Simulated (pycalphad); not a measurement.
## Phase fractions of Ti-1.95B (at.%)

All values are pycalphad results on the COST 507 light-alloy database (1999) (1 atm), not direct measurements. These are 1990s assessments: newer ones move some temperatures and phases. Phase fractions are per mole of atoms. Kinetics are ignored, which matters at the lower temperatures.

```csv
T (K),LIQUID,BCC_A2,BM,HCP_A3
1950,1.000,-,-,-
1850,0.407,0.593,-,-
1750,-,0.965,0.035,-
1650,-,0.965,0.035,-
1550,-,0.965,0.035,-
1450,-,0.964,0.036,-
1350,-,0.964,0.036,-
1250,-,0.964,0.036,-
1150,-,-,0.036,0.964
1050,-,-,0.037,0.963
950,-,-,0.037,0.963
850,-,-,0.038,0.962
750,-,-,0.038,0.962
650,-,-,0.039,0.961
550,-,-,0.039,0.961
```

Database names, with the compositions (at.%) that they take in these runs: BM: Ti 50 B 50. BCC_A2 is bcc; HCP_A3 is hcp.
